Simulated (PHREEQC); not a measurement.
1 kg of water holding 0.0063 mol K2SO4, 0.013 mol NaCl and 0.55 mol Na2SO4 is evaporated at 30 °C; the solids stay in contact with the brine. The system is closed to CO2. Only these solids could form: Arcanite, Glaserite, Halite, Mirabilite, Misenite, Sylvite, Thenardite.

The series has 28 steps of water left (kg), from 1 to 0.005012.

Equilibrium calculation in PHREEQC: Pitzer model, pitzer.dat.

Task: Which solids form, in which order, and at which step of the series does each first stand?

Result: Mirabilite from water left = 0.1448 kg, last present at water left = 0.0172 kg; Thenardite from water left = 0.0172 kg; Glaserite from water left = 0.01337 kg.
